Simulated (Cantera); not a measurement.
A perfectly stirred reactor is fed with 8.33 % CH4, 91.7 % H2, at 0.0870 bar; it is held at 1825 K, and followed from long to short residence time.

Detailed kinetics in Cantera: GRI-Mech 3.0 (53 species, 325 reactions). GRI-Mech 3.0 stops at C3 and has no aromatics, soot or wall deposition, so with more carbon than oxygen in the feed, carbon stays in small species such as C2H2 where larger ones or solid carbon would form.

### Question
Predict: x(CH4) at τ = 15.0 s; x(H2) at τ = 15.0 s; x(C2H) at τ = 15.0 s; x(H) at τ = 15.0 s; x(C2H2) at τ = 15.0 s; x(CH4) at τ = 45.0 ms; x(H2) at τ = 45.0 ms; x(C2H) at τ = 45.0 ms; x(H) at τ = 45.0 ms; x(C2H2) at τ = 45.0 ms.

### Answer
* **x(CH4) at τ = 15.0 s**: 0.00276
* **x(H2) at τ = 15.0 s**: 0.959
* **x(C2H) at τ = 15.0 s**: 5.47e-7
* **x(H) at τ = 15.0 s**: 0.00146
* **x(C2H2) at τ = 15.0 s**: 0.0371
* **x(CH4) at τ = 45.0 ms**: 0.0411
* **x(H2) at τ = 45.0 ms**: 0.938
* **x(C2H) at τ = 45.0 ms**: 2.34e-7
* **x(H) at τ = 45.0 ms**: 0.00121
* **x(C2H2) at τ = 45.0 ms**: 0.0188
